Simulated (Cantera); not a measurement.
**Equilibrium for carbon deposition, reforming and gasification: toluene + CO₂ + H₂**

Charge: 1 mol toluene, 4.9 mol CO₂, 1.3 mol H₂, equilibrated at 800 Pa.

These are equilibrium values from Cantera (NASA tables, ideal gas, pure condensed phases), not measurements of a reactor. Candidate condensed phases: C, C₆H₆, C₇H₈, C₈H₁₈, H₂O; 131 gas species. Ions and electrons are included (thermal ionisation). Equilibrium is a limit: real reactors are often held back by kinetics, nucleation or transport.

| T (°C) | log p CO | log p H | log p C | log p H₂ | log p O | log p C₃ | log p C₂ | log p C₂H |
|---|---|---|---|---|---|---|---|---|
| 2727 | -2.41 | -2.48 | -4.35 | -3.36 | -9.70 | -3.68 | -4.61 | -4.57 |
| 2977 | -2.43 | -2.43 | -3.79 | -3.87 | -8.82 | -3.78 | -4.30 | -4.86 |
| 3227 | -2.44 | -2.42 | -3.39 | -4.38 | -7.97 | -4.12 | -4.21 | -5.31 |
| 3477 | -2.45 | -2.42 | -3.20 | -4.85 | -7.08 | -4.87 | -4.43 | -6.02 |
| 3727 | -2.46 | -2.42 | -3.14 | -5.25 | -6.18 | -5.89 | -4.86 | -6.88 |
| 3977 | -2.46 | -2.42 | -3.13 | -5.61 | -5.34 | -6.88 | -5.30 | -7.70 |
| 4227 | -2.46 | -2.43 | -3.12 | -5.93 | -4.61 | -7.76 | -5.70 | -8.42 |
| 4477 | -2.48 | -2.43 | -3.08 | -6.22 | -3.99 | -8.46 | -5.99 | -9.02 |
| 4727 | -2.52 | -2.44 | -2.99 | -6.50 | -3.51 | -8.93 | -6.15 | -9.46 |
log p: log10 of the partial pressure in bar; nothing condenses.

From 2727 °C to 4727 °C nothing is condensed. The main C-bearing gas is CO throughout.
